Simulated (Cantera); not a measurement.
**Counterflow diffusion flame**

A counterflow diffusion flame at 360 Torr, nozzles 20 mm apart: fuel side CH4 : C2H6 : N2 = 1 : 0.36 : 1 (molar parts) at 423 K, oxidiser side O2 : N2 = 0.27 : 0.73 (molar parts) at 700 K, fuel mass flux 0.94 times the oxidiser's; mixture-averaged transport, no radiation.

Cantera simulation using GRI-Mech 3.0 (53 species, 325 reactions); the numbers are that mechanism's predictions, not measurements. GRI-Mech 3.0 has no aromatics or soot, which form on the fuel side of real flames. The maximum strain rate includes the flame's own expansion and is several times the mean.

```csv
oxidiser flux (kg/m²/s),max strain (1/s),mean strain (1/s),T max (K),peak x OH,peak x H,peak x NO,peak x CO,peak x C2H2
0.12,214,42.8,2224,0.0140,0.00835,0.000427,0.0847,0.0257
0.15,260,53.5,2211,0.0139,0.00859,0.000399,0.0837,0.0251
0.2,337,71.3,2196,0.0137,0.00887,0.000367,0.0826,0.0244
0.26,426,92.7,2182,0.0134,0.00912,0.000337,0.0815,0.0236
0.33,530,118,2169,0.0132,0.00933,0.000309,0.0807,0.0229
0.43,675,153,2158,0.0131,0.00959,0.000281,0.0800,0.0221
0.55,845,196,2145,0.0128,0.00975,0.000251,0.0794,0.0213
0.71,1070,253,2130,0.0125,0.00987,0.000219,0.0788,0.0202
0.92,1350,328,2114,0.0122,0.00994,0.000186,0.0785,0.0190
```
x: mole fraction; the columns are a selection and need not sum to one.
